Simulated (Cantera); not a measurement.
Input (Python, Cantera):

```python
import numpy as np
import cantera as ct

gas = ct.Solution("gri30.yaml")
gas.TPX = 1973, 10, {'CH4': 1, 'N2': 2.5}
reactor = ct.IdealGasConstPressureReactor(gas, energy="off", clone=False)
net = ct.ReactorNet([reactor])
net.rtol, net.atol = 1e-08, 1e-18
show = ['CH4', 'HCN', 'C2H6', 'C2H2', 'CH2', 'C2H4', 'H']
times = np.geomspace(4e-05, 100, 14)

steps = ct.SolutionArray(gas, extra=["t"])
rows = []
print(f"{'t/s':>10s}{'T/K':>9s}{'P/Pa':>11s}" + "".join(f"{s:>11s}" for s in show))
for t in times:
    while net.time < t:
        t_next = net.step()
        steps.append(gas.state, t=t_next)
    rows.append([np.interp(t, steps.t, y) for y in (steps.T, steps.P, *steps(*show).X.T)])
    print(f"{t:10.3e}{rows[-1][0]:9.1f}{rows[-1][1]:11.4g}" + "".join(f"{x:11.3e}" for x in rows[-1][2:]))
rate = np.gradient(steps.T, steps.t)
print("integrator steps:", len(steps.t))
if steps.T.max() > steps.T[0] + 200:
    print(f"time of steepest temperature rise: {steps.t[rate.argmax()]:.4e} s")
gas.TPX = 1973, 10, {'CH4': 1, 'N2': 2.5}
gas.equilibrate("TP")
print(f"equilibrium (TP): T = {gas.T:.1f} K  " + "  ".join(f"{s} {gas[s].X[0]:.3e}" for s in show))
```

It prints:

```
       t/s      T/K       P/Pa        CH4        HCN       C2H6       C2H2        CH2       C2H4          H
 4.000e-05   1973.0         10  2.857e-01  8.453e-19  1.899e-18  3.834e-20  9.972e-15  1.403e-15  6.282e-07
 1.242e-04   1973.0         10  2.857e-01  2.162e-17  7.463e-17  3.211e-18  1.852e-13  3.683e-14  1.828e-06
 3.858e-04   1973.0         10  2.857e-01  4.434e-16  4.094e-15  2.392e-16  6.041e-12  8.701e-13  4.682e-06
 1.198e-03   1973.0         10  2.857e-01  7.090e-15  3.379e-13  2.197e-14  1.876e-10  2.946e-11  8.721e-06
 3.721e-03   1973.0         10  2.856e-01  9.536e-14  3.078e-11  4.635e-12  3.197e-09  2.258e-09  1.025e-05
 1.156e-02   1973.0         10  2.853e-01  1.152e-12  1.738e-09  1.098e-09  3.318e-08  1.608e-07  1.035e-05
 3.589e-02   1973.0         10  2.844e-01  1.682e-11  4.476e-08  1.718e-07  2.956e-07  7.311e-06  1.125e-05
 1.115e-01   1973.0         10  2.810e-01  3.720e-10  6.211e-07  1.952e-05  2.414e-06  2.405e-04  2.081e-05
 3.461e-01   1973.0         10  2.573e-01  2.159e-08  6.820e-06  1.871e-03  1.527e-05  5.311e-03  1.281e-04
 1.075e+00   1973.0         10  1.196e-01  1.396e-06  1.870e-05  5.178e-02  3.100e-05  8.823e-03  9.548e-04
 3.339e+00   1973.0         10  2.987e-02  8.943e-06  2.245e-06  9.731e-02  1.775e-05  5.856e-04  1.760e-03
 1.037e+01   1973.0         10  5.149e-03  2.743e-05  1.249e-07  1.085e-01  8.905e-06  3.257e-05  2.877e-03
 3.220e+01   1973.0         10  3.896e-04  7.893e-05  1.628e-09  1.105e-01  3.062e-06  1.420e-06  5.886e-03
 1.000e+02   1973.0         10  6.193e-06  1.564e-04  8.159e-13  1.102e-01  2.757e-07  3.180e-07  1.367e-02
integrator steps: 1430
equilibrium (TP): T = 1973.0 K  CH4 6.269e-08  HCN 1.078e-01  C2H6 1.895e-16  C2H2 5.265e-02  CH2 1.022e-07  C2H4 1.172e-08  H 7.259e-02
```

Detailed kinetics in Cantera: GRI-Mech 3.0 (53 species, 325 reactions). GRI-Mech 3.0 stops at C3 and has no aromatics, soot or wall deposition, so with more carbon than oxygen in the feed, carbon stays in small species such as C2H2 where larger ones or solid carbon would form. Radical loss at walls, strong at low pressure, is not modelled.
